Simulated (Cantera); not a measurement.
Input: 1 mol Al, 0.2 mol Cl₂, equilibrated at 752 °C and 5.40 bar.

These are equilibrium values from Cantera (NASA tables, ideal gas, pure condensed phases), not measurements of a reactor. Candidate condensed phases: Al, AlCl₃; 8 gas species. The tables' values for AlCl₂ are old estimates; treat these amounts as uncertain. Rates play no part.

Base state: AlCl₃ 0.768, Al₂Cl₆ 0.226, AlCl₂ 0.00404, AlCl 0.00235 (mole fractions); condensed: Al(l).

### Question
What changes in the equilibrium state with this change: temperature from 752 °C to 627 °C?

### Answer
```tsv
species	before	after
Al₂Cl₆	0.226	0.538
AlCl₃	0.768	0.461
AlCl₂	0.00404	0.000539
AlCl	0.00235	0.000229
Al(l), mol	0.866	0
Al(s), mol	0	0.867
```
